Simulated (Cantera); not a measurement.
# Reactions in the system B-Cl-H

Source: NASA polynomial tables (part measured, part estimated), evaluated in Cantera. Values are per mole of reaction as written; species without (g) are pure solids or liquids, kept so even where they would boil at 1 bar.

B + 3 HCl(g) = BCl₃(g) + 3 H(g)

| T (K) | ΔH° (kJ) | ΔS° (J/K) | ΔG° (kJ) | log10 K |
|---|---|---|---|---|
| 1725 | 558.4 | 109.4 | 369.7 | -11.19 |
| 1775 | 559.0 | 109.7 | 364.2 | -10.72 |
| 1825 | 559.5 | 110.0 | 358.7 | -10.27 |
| 1875 | 560.0 | 110.3 | 353.2 | -9.84 |
| 1925 | 560.5 | 110.5 | 347.7 | -9.43 |
| 1975 | 560.9 | 110.8 | 342.2 | -9.05 |
| 2025 | 561.3 | 111.0 | 336.6 | -8.68 |
| 2075 | 561.7 | 111.2 | 331.1 | -8.33 |
| 2125 | 562.1 | 111.3 | 325.5 | -8.00 |
